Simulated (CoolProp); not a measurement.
A closed Brayton cycle with carbon dioxide: compressor inlet 313.15 K and 8.4 MPa, high pressure 18.7 MPa, turbine inlet 675 K, compressor efficiency 0.85, turbine efficiency 0.85, recuperator effectiveness 0.8 (on enthalpy, no pinch check). Each further row changes one setting.

Model: reference Helmholtz-energy equation of state, Span 1996, in CoolProp.

| case | thermal efficiency (%) | net work (kJ/kg) | compressor to turbine work | compressor exit (K) | turbine exit (K) |
|---|---|---|---|---|---|
| as stated | (withheld) | 51.0 | 0.36 | 364.5 | 593.3 |
| turbine inlet 625 K | 21.1 | 43.7 | 0.40 | 364.5 | (withheld) |
| compressor inlet 323.15 K | 21.2 | 42.0 | 0.47 | (withheld) | 593.3 |
| high pressure 15.9 MPa | (withheld) | 42.8 | 0.34 | 353.9 | 609.6 |
| recuperator effectiveness 0.5 | (withheld) | 51.0 | 0.36 | 364.5 | 593.3 |

### Question
What belongs in the gaps?

### Answer

- as stated, thermal efficiency (%): 22.6
- turbine inlet 625 K, turbine exit (K): 546.2
- compressor inlet 323.15 K, compressor exit (K): 387.7
- high pressure 15.9 MPa, thermal efficiency (%): 20.6
- recuperator effectiveness 0.5, thermal efficiency (%): 16.7
